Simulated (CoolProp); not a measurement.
Properties of nitrogen along the isotherm 141.9 K.

Values from CoolProp's reference Helmholtz-energy equation of state, Span 2000.

| p (MPa) | phase | cv (kJ/(kg K)) | Joule-Thomson coefficient (K/MPa) | conductivity (mW/(m K)) |
|---|---|---|---|---|
| 0.107 | gas | 0.7448 | 8.549 | 13.3 |
| 0.191 | gas | 0.7468 | 8.550 | 13.3 |
| 0.34 | gas | 0.7506 | 8.552 | 13.5 |
| 0.604 | gas | 0.7575 | 8.551 | 13.7 |
| 1.07 | gas | … | 8.534 | … |
| 1.91 | gas | 0.7979 | 8.437 | … |
| 3.4 | supercritical | 0.8611 | … | 19.4 |
| 6.04 | supercritical | 0.9748 | 3.994 | 38.5 |
| 10.7 | supercritical | 0.9081 | 0.8363 | 57.5 |
| 19.1 | supercritical | 0.9070 | 0.05299 | 75.0 |
| 34 | supercritical | 0.9298 | -0.2813 | 95.8 |

Problem. Fill in the missing entries.

Solution. 
- 1.07, cv (kJ/(kg K)): 0.7707
- 1.07, conductivity (mW/(m K)): 14.2
- 1.91, conductivity (mW/(m K)): 15.5
- 3.4, Joule-Thomson coefficient (K/MPa): 7.885

Thermal conductivity comes from a separate model (Lemmon 2004).
